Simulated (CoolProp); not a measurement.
Vapour-liquid equilibrium of hydrogen sulfide (1) + n-hexane (2) at 256.5 K; x and y are mole fractions of (1).

Values from CoolProp's multi-fluid Helmholtz-energy mixture model, Lemmon 2006 and Thol 2019; pair parameters Kunz 2012.

```tsv
x	bubble pressure, mixture model (kPa)	bubble pressure, Raoult's law (kPa)	y, mixture model	y, Raoult's law
0.05	74.49	32.81	0.969	0.933
0.15	205.0	93.82	0.989	0.979
0.25	299.0	154.8	0.993	0.989
0.35	359.7	215.8	0.994	0.993
0.45	399.7	276.8	0.995	0.995
0.55	430.5	337.8	0.996	0.997
0.65	460.2	398.8	0.996	0.998
0.75	493.6	459.9	0.997	0.999
0.85	533.3	520.9	0.998	0.999
0.95	582.2	581.9	0.999	1.000
```

The largest gap from Raoult's law is +127.0 % in bubble pressure, at x = 0.05. No azeotrope shows between x = 0.05 and 0.95.

The pair parameters rest on a limited set of measurements; away from them the model extrapolates. With so large a gap from Raoult's law the liquid may split in two, which this calculation doesn't test in full.
